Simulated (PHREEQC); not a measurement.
PHREEQC input (ion-association model, wateq4f.dat):

```
SOLUTION_MASTER_SPECIES
  An  An-  0  An  62.0  # stands for a non-complexing anion
SOLUTION_SPECIES
  An- = An-
    -log_k 0
    -gamma 3.0 0
PHASES
  Fix_H+
    H+ = H+
    -log_k 0
SOLUTION 1
  temp 25
  units mmol/kgw
  pH 7 charge
  Cl 0.036
  Zn 0.018
  Na 300
  An 300
END
SELECTED_OUTPUT 1
  -reset false
  -pH true
  -pe true
  -ionic_strength true
  -water true
  -totals Cl Na Zn
  -molalities Hfo_wOH Hfo_wOH2+ Hfo_wO- Hfo_sOH Hfo_sOH2+ Hfo_sO- Hfo_sOZn+ Hfo_wOZn+
  -saturation_indices Zn(OH)2-a Zn5(OH)8Cl2 Halite
USER_PUNCH 1
  -headings sigma psi
  10 PUNCH EDL("sigma", "Hfo"), EDL("psi", "Hfo")
PRINT
  -reset false
USE solution 1
SURFACE 1
  Hfo_wOH 0.000629213 600 0.28
  Hfo_sOH 1.57303e-05
EQUILIBRIUM_PHASES 1
  Fix_H+ -4 HAn 10
    -force_equality true
  O2(g) -0.68 10
END
# ... the last block is repeated for the other 12 points of pH, with NaOH or the acid as the point needs
```

Selected output (columns that matter, 13 of 13 rows; pH added in front):

```
pH	mu	Na	Zn	m_Hfo_wOH	m_Hfo_wOH2+	m_Hfo_wO-	m_Hfo_sOH	m_Hfo_sOH2+	m_Hfo_sO-	si_Zn(OH)2-a	si_Zn5(OH)8Cl2	si_Halite	sigma	psi
4	0.30049	0.3	1.7996e-05	3.6405e-05	0.00059276	5.122e-08	9.099e-07	1.4815e-05	1.2802e-09	-9.7413	-42.169	-6.8556	0.34894	0.12294
4.67	0.30034	0.3	1.7924e-05	0.00011271	0.00051593	5.6409e-07	2.8047e-06	1.2838e-05	1.4037e-08	-8.403	-36.817	-6.8555	0.30342	0.11591
5.33	0.30026	0.3	1.6918e-05	0.00023148	0.00039458	3.1109e-06	5.4062e-06	9.2154e-06	7.2656e-08	-7.1081	-31.663	-6.8555	0.23072	0.10224
6	0.30017	0.3	1.1109e-05	0.00034885	0.00026956	1.0343e-05	5.1575e-06	3.9852e-06	1.5291e-07	-5.9508	-27.216	-6.8555	0.15504	0.082936
6.67	0.30009	0.3	3.7713e-06	0.00043001	0.00017248	2.456e-05	2.5126e-06	1.0078e-06	1.4351e-07	-5.0807	-24.206	-6.8555	0.093628	0.060147
7.33	0.30004	0.3	5.2394e-07	0.00046932	0.00011008	4.584e-05	1.6709e-06	3.9191e-07	1.632e-07	-4.6216	-23.23	-6.8554	0.047066	0.034888
8	0.30003	0.30002	4.268e-08	0.00047968	7.1268e-05	7.3962e-05	1.5937e-06	2.3679e-07	2.4574e-07	-4.398	-23.452	-6.8554	0.0087614	0.0069839
8.67	0.30007	0.30009	5.5607e-09	0.00046844	4.5178e-05	0.00011127	1.5482e-06	1.4932e-07	3.6775e-07	-4.1974	-23.789	-6.8553	-0.02775	-0.021549
9.33	0.30013	0.30019	4.1419e-09	0.0004335	2.6036e-05	0.00016535	1.4324e-06	8.6033e-08	5.4638e-07	-3.958	-23.912	-6.8552	-0.069945	-0.048424
10	0.30029	0.3004	8.23e-09	0.00036431	1.2244e-05	0.00024833	1.2045e-06	4.0483e-08	8.2105e-07	-3.6306	-23.615	-6.8549	-0.12571	-0.073143
10.67	0.30089	0.30106	2.7415e-08	0.00025817	4.2121e-06	0.00036251	8.5592e-07	1.3964e-08	1.2018e-06	-3.1686	-22.645	-6.8541	-0.19616	-0.094211
11.33	0.30341	0.30365	2.1003e-07	0.00013822	9.0066e-07	0.0004859	4.7029e-07	3.0646e-09	1.6533e-06	-2.5117	-20.682	-6.851	-0.2693	-0.10968
12	0.31511	0.31539	3.7148e-06	4.9061e-05	9.542e-08	0.00057786	2.8419e-07	5.5273e-10	3.3473e-06	-1.8192	-18.562	-6.8373	-0.32557	-0.11825
```

Species that the database lacks are ignored.
